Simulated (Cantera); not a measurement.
What does this Cantera script print?

```python
import numpy as np
import cantera as ct

gas = ct.Solution("gri30.yaml")
gas.TPX = 525, 1000000, {'CH4': 1, 'H2': 0.12, 'O2': 2.2, 'N2': 6.45}
flame = ct.FreeFlame(gas, width=0.008)
flame.set_refine_criteria(ratio=3, slope=0.08, curve=0.16)
flame.transport_model = "mixture-averaged"
flame.solve(loglevel=0, auto=True)
z, T = flame.grid, flame.T
thick = (T[-1] - T[0]) / np.gradient(T, z).max()
show = ['CH4', 'H2', 'O2', 'CO', 'NO', 'HCN']
print(f"laminar burning velocity  {flame.velocity[0] * 100:.3f} cm/s")
print(f"burnt temperature         {T[-1]:.1f} K")
print(f"thermal thickness         {thick * 1e3:.4f} mm")
print(f"grid points               {len(z)}")
z0 = z[flame.heat_release_rate.argmax()]
print(f"{'z/mm':>9s}{'T/K':>9s}{'u/(m/s)':>9s}" + "".join(f"{s:>11s}" for s in show))
rows = []
for k in (-3, -2, -1.5, -1, -0.5, -0.25, 0, 0.25, 0.5, 1, 2, 4, 8):
    zz = z0 + k * thick
    rows.append([k * thick, np.interp(zz, z, T), np.interp(zz, z, flame.velocity),
                 *(np.interp(zz, z, flame.X[gas.species_index(s)]) for s in show)])
    print(f"{rows[-1][0] * 1e3:9.3f}{rows[-1][1]:9.1f}{rows[-1][2]:9.3f}" + "".join(f"{x:11.3e}" for x in rows[-1][3:]))
```

Result:

```
laminar burning velocity  69.893 cm/s
burnt temperature         2545.4 K
thermal thickness         0.0469 mm
grid points               152
     z/mm      T/K  u/(m/s)        CH4         H2         O2         CO         NO        HCN
   -0.141    525.6    0.700  1.023e-01  1.252e-02  2.251e-01  8.816e-06  1.116e-09  1.576e-10
   -0.094    529.3    0.705  1.020e-01  1.286e-02  2.248e-01  6.791e-05  8.844e-09  1.564e-09
   -0.070    543.5    0.725  1.009e-01  1.330e-02  2.237e-01  3.251e-04  4.481e-08  9.528e-09
   -0.047    637.8    0.854  9.464e-02  1.416e-02  2.165e-01  2.380e-03  4.251e-07  1.004e-07
   -0.023   1118.3    1.514  6.425e-02  1.553e-02  1.730e-01  1.586e-02  5.619e-06  9.432e-07
   -0.012   1586.9    2.164  3.380e-02  1.616e-02  1.243e-01  3.171e-02  1.442e-05  2.207e-06
    0.000   2029.4    2.778  6.930e-03  1.464e-02  7.116e-02  4.502e-02  2.799e-05  4.131e-06
    0.012   2231.8    3.044  3.498e-04  1.043e-02  4.251e-02  3.935e-02  4.546e-05  3.161e-06
    0.023   2318.8    3.144  9.015e-06  8.274e-03  3.286e-02  2.945e-02  6.005e-05  1.011e-06
    0.047   2415.1    3.254  1.658e-08  6.652e-03  2.661e-02  2.009e-02  8.273e-05  9.472e-08
    0.094   2495.9    3.347  1.438e-12  4.959e-03  2.250e-02  1.412e-02  1.210e-04  2.234e-09
    0.188   2538.1    3.394  1.809e-14  3.907e-03  2.030e-02  1.097e-02  1.882e-04  6.730e-11
    0.375   2549.4    3.407  6.213e-16  3.609e-03  1.962e-02  1.001e-02  3.144e-04  5.443e-11
```

Model: GRI-Mech 3.0 (53 species, 325 reactions), integrated in Cantera. Burning velocities carry a grid error of a few per cent, more on coarse grids.
